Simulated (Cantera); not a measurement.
A freely propagating, adiabatic, planar premixed flame of CH4 : O2 : N2 = 0.78 : 1.54 : 5.78 (molar parts), equivalence ratio 1.0, unburnt at 650 K and 0.460 bar; mixture-averaged transport, grid criteria slope 0.08 and curve 0.16, no radiation.

Cantera simulation using GRI-Mech 3.0 (53 species, 325 reactions); the numbers are that mechanism's predictions, not measurements. Burning velocities carry a grid error of a few per cent, more on coarse grids.

Q: Predict: laminar burning velocity; thermal thickness; peak x(HCN); peak x(CH2O); peak x(OH).

A: 
```json
{
  "laminar_burning_velocity": "182 cm/s",
  "thermal_thickness": "0.614 mm",
  "peak x(HCN)": "4.80e-6",
  "peak x(CH2O)": "0.00118",
  "peak x(OH)": "0.0117"
}
```
